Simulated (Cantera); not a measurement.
Mixture: CH4 : H2 : O2 : N2 = 1 : 0.25 : 1.93 : 7.26 (molar parts), equivalence ratio 1.1, at 5.00 bar, adiabatic and at constant volume. Ignition delay is the time to a rise of 400 K.

Detailed kinetics in Cantera: GRI-Mech 3.0 (53 species, 325 reactions).

Q: At T0 = 1375 K, what is the delay, and which 5 reactions control it most (d ln τ / d ln k, from doubling and halving each rate constant)?

A: The delay is 0.315 ms.
```tsv
reaction	d ln τ / d ln k	faster rate
H + O2 <=> O + OH	-0.83	shortens it
2 CH3 (+M) <=> C2H6 (+M)	0.54	lengthens it
CH4 + OH <=> CH3 + H2O	0.31	lengthens it
CH3 + HO2 <=> CH3O + OH	-0.28	shortens it
H2 + OH <=> H + H2O	-0.22	shortens it
```
